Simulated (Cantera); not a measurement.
A Cantera script and what it prints.

```python
import numpy as np
import cantera as ct

gas_names = """
    N NO NO2 NO3 N2 N2O O O2 O3 Ta TaO TaO2
""".split()
cond_names = """
    Ta(cr) Ta(L) Ta2O5(s) Ta2O5(L)
""".split()


# ... load() reads the species with a 1 bar reference pressure and builds the phases ...
atoms = {
    'Ta': {'Ta': 1},
    'N2O': {'N': 2, 'O': 1},
    'O2': {'O': 2},
}
top_T = {}  # K; cautious upper limits of use, not melting points


# ... equilibrate(T, P, feed) seeds the gas with the atoms and calls Mixture.equilibrate('TP', solver="vcs", rtol=1e-11, max_steps=5000) ...
results = []
feed = {'Ta': 1, 'N2O': 7.3, 'O2': 0.41}  # mol
P = 33  # Pa
for T in [1073, 1173, 1273, 1373, 1473, 1573, 1673, 1773, 1873, 1973, 2073]:
    mix = equilibrate(T, P, feed)
    results.append((T, P, feed, dict(zip(mix.species_names, mix.species_moles))))

top = {s: max(r[3][s] / sum(r[3][g] for g in gas_names) for r in results) for s in gas_names}
cols = sorted((s for s in top if top[s] > 1e-06), key=lambda s: -top[s])[:5]
seen = [c for c in cond_names if any(r[3].get(c, 0) > 1e-12 for r in results)]
print("log10 of partial pressures in bar; condensed amounts in mol")
print(f"{'T/K':>10s}" + "".join(f"{s[:9]:>10s}" for s in cols + seen))
for T, P, feed, n in results:
    ng = sum(n[g] for g in gas_names)
    print(f"{T:10.4g}" + "".join(f"{np.log10(max(n[s] / ng * P / 1e5, 1e-99)):10.3f}" for s in cols)
          + "".join(f"{n.get(c, 0):10.4g}" for c in seen))
```

Output:

```
log10 of partial pressures in bar; condensed amounts in mol
       T/K        N2        O2         O        NO      TaO2  Ta2O5(s)  Ta2O5(L)
      1073    -3.623    -4.038   -10.924    -7.619   -26.018       0.5         0
      1173    -3.623    -4.038    -9.874    -7.240   -22.685       0.5         0
      1273    -3.623    -4.038    -8.987    -6.920   -19.885       0.5         0
      1373    -3.623    -4.038    -8.229    -6.647   -17.502       0.5         0
      1473    -3.623    -4.039    -7.574    -6.411   -15.450       0.5         0
      1573    -3.624    -4.039    -7.001    -6.205   -13.665       0.5         0
      1673    -3.624    -4.041    -6.496    -6.025   -12.099       0.5         0
      1773    -3.625    -4.044    -6.049    -5.865   -10.716       0.5         0
      1873    -3.626    -4.049    -5.651    -5.725    -9.484       0.5         0
      1973    -3.629    -4.059    -5.295    -5.602    -8.380    0.4999         0
      2073    -3.633    -4.079    -4.979    -5.497    -7.395         0    0.4994
```

Cantera equilibrium calculation (NASA polynomials, part measured and part estimated; ideal gas, pure solids and liquids).
